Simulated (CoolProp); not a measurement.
The numbers come from the reference Helmholtz-energy equation of state, Wagner 2002 in CoolProp.

### Question
Give the vapour pressure (MPa), enthalpy of vaporisation (kJ/kg), liquid cp (kJ/(kg K)), vapour Z of saturated water at 109.65, 337.45 °C.

### Answer
| T (°C) | p (MPa) | enthalpy of vaporisation (kJ/kg) | liquid cp (kJ/(kg K)) | vapour Z |
|---|---|---|---|---|
| 109.65 | 0.142 | 2230 | 4.23 | 0.981 |
| 337.45 | 14.1 | 1060 | 7.89 | 0.568 |
